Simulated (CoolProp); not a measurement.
Vapour-liquid equilibrium of ethanol (1) + p-xylene (2) at 200.85 °C; x and y are mole fractions of (1).

Computed with CoolProp (multi-fluid Helmholtz-energy mixture model, Schroeder 2014 and Zhou 2012; pair parameters Bell 2016).

```tsv
x	bubble pressure (MPa)	y at the bubble point	dew pressure at overall composition x (MPa)	liquid density (mol/L)
0.05	0.7514	0.422	0.4440	6.580
0.15	1.224	0.638	0.5002	6.840
0.25	1.525	0.710	0.5711	7.130
0.35	1.737	0.750	0.6640	7.461
0.45	1.914	0.781	0.7912	7.847
0.55	2.085	0.812	0.9765	8.305
0.65	2.265	0.846	1.267	8.858
0.75	2.462	0.884	1.737	9.534
0.85	2.678	0.928	2.288	10.37
0.95	2.909	0.976	2.785	11.40
```

No azeotrope shows between x = 0.05 and 0.95.

The pair parameters rest on a limited set of measurements; away from them the model extrapolates. With so large a gap from Raoult's law the liquid may split in two, which this calculation doesn't test in full.
